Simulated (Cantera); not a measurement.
Input: 1 mol N₂O, 0.5 mol SO₂, 34 mol N₂, equilibrated at 95.0 Pa.

These are equilibrium values from Cantera (NASA tables, ideal gas, pure condensed phases), not measurements of a reactor. Candidate condensed phases: S; 17 gas species. Kinetics and transport are ignored.

Q: At 1827 °C, list the 5 most abundant gas species with their mole fractions, and the condensed phases.

A: N₂ 0.968, SO₂ 0.0124, O₂ 0.0110, O 0.00472, NO 0.00252. Condensed: gas only.
